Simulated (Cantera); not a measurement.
A freely propagating, adiabatic, planar premixed flame of H2 : O2 : N2 : H2O = 1 : 0.806 : 2.1 : 0.084 (molar parts), equivalence ratio 0.62, unburnt at 400 K and 0.240 bar; mixture-averaged transport, grid criteria slope 0.08 and curve 0.16, no radiation.

Cantera simulation using the H2/O2 subset of GRI-Mech 3.0, which has no nitrogen chemistry; the numbers are that mechanism's predictions, not measurements. Burning velocities carry a grid error of a few per cent, more on coarse grids. Lean hydrogen flames are cellular in practice and burn faster than this planar one.

```tsv
quantity	before	after
laminar burning velocity	292 cm/s	737 cm/s
thermal thickness	2.11 mm	2.65 mm
peak x(HO2)	0.000222	0.000110
peak x(O)	0.0180	0.0236
peak x(OH)	0.0180	0.0230
```

Question: Which change was made?
A. inlet temperature 400 to 650 K
B. H2 1 to 0.75 parts
C. N2 2.1 to 2.7 parts
D. inlet temperature 400 to 423 K

Answer: A, inlet temperature 400 to 650 K
